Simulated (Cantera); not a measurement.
Input (Python, Cantera) and output of one run.

```python
import numpy as np
import cantera as ct

gas_names = """
    C CO CO2 C2 C2O C3 C3O2 C4 C5 Ca CaO Ca2 O O2 O3
""".split()
cond_names = """
    C(gr) Ca(a) Ca(b) Ca(L) CaCO3(caL) CaO(s) CaO(L)
""".split()


# ... load() reads the species with a 1 bar reference pressure and builds the phases ...
atoms = {
    'CaCO3': {'Ca': 1, 'C': 1, 'O': 3},
    'O2': {'O': 2},
}
top_T = {'C(gr)': 4500}  # K; cautious upper limits of use, not melting points


# ... equilibrate(T, P, feed) seeds the gas with the atoms and calls Mixture.equilibrate('TP', solver="vcs", rtol=1e-11, max_steps=5000) ...
results = []
feed = {'CaCO3': 1, 'O2': 4}  # mol
P = 13332.2  # Pa
for T in [600, 700, 800, 900, 1000, 1100, 1200, 1300, 1400, 1500, 1600, 1700, 1800, 1900]:
    mix = equilibrate(T, P, feed)
    results.append((T, P, feed, dict(zip(mix.species_names, mix.species_moles))))

top = {s: max(r[3][s] / sum(r[3][g] for g in gas_names) for r in results) for s in gas_names}
cols = sorted((s for s in top if top[s] > 1e-06), key=lambda s: -top[s])[:9]
seen = [c for c in cond_names if any(r[3].get(c, 0) > 1e-12 for r in results)]
print("log10 of partial pressures in bar; condensed amounts in mol")
print(f"{'T/K':>10s}" + "".join(f"{s[:9]:>10s}" for s in cols + seen))
for T, P, feed, n in results:
    ng = sum(n[g] for g in gas_names)
    print(f"{T:10.4g}" + "".join(f"{np.log10(max(n[s] / ng * P / 1e5, 1e-99)):10.3f}" for s in cols)
          + "".join(f"{n.get(c, 0):10.4g}" for c in seen))
```

Output:

```
log10 of partial pressures in bar; condensed amounts in mol
       T/K        O2       CO2         O        CO CaCO3(caL    CaO(s)
       600    -0.875    -7.300   -19.008   -26.943         1 1.505e-06
       700    -0.875    -5.127   -15.883   -21.244    0.9998  0.000224
       800    -0.876    -3.507   -13.536   -16.980    0.9906   0.00935
       900    -0.894    -2.255   -11.716   -13.665     0.826     0.174
      1000    -0.972    -1.574   -10.289   -11.304         0         1
      1100    -0.972    -1.574    -9.089    -9.962         0         1
      1200    -0.972    -1.574    -8.087    -8.846         0         1
      1300    -0.972    -1.574    -7.238    -7.903         0         1
      1400    -0.972    -1.574    -6.510    -7.096         0         1
      1500    -0.972    -1.574    -5.878    -6.398         0         1
      1600    -0.972    -1.574    -5.325    -5.788         0         1
      1700    -0.972    -1.574    -4.836    -5.251         0         1
      1800    -0.972    -1.574    -4.401    -4.775         0         1
      1900    -0.972    -1.575    -4.011    -4.350         0         1
```

Equilibrium computed with Cantera from the NASA thermochemical tables; the gas is ideal and each condensed phase is pure.
